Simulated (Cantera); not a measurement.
Input: 1 mol Fe, 9.7 mol CO, 170 mol H2, at 93000 Pa.

Method: chemical equilibrium by Gibbs-energy minimisation in Cantera with the NASA 1993 tables (ideal gas, pure condensed phases). Candidate condensed phases: C, C6H6, C7H8, C8H18, Fe, Fe(CO)5, FeO, Fe(OH)2, Fe(OH)3, Fe2O3, Fe3O4, H2O; 114 gas species. The numbers say what is thermodynamically allowed, not how fast it happens. All values below are at 1473 K.

Base state: H2 0.945, CO 0.0535, CH4 0.000496, H2O 0.000485, H 1.28e-5, CO2 1.11e-5 (mole fractions); condensed: Fe(γ).

Task: What changes in the equilibrium state with this change: Fe replaced by Pb?

Result: 
```tsv
species	before	after
H2	0.945	0.940
CO	0.0535	0.0532
Pb	0	0.00554
CH4	0.000496	0.000490
H2O	0.000485	0.000480
Fe(γ), mol	1.000	0
```
Further candidate phases: Pb, PbO, PbO2, Pb3O4.
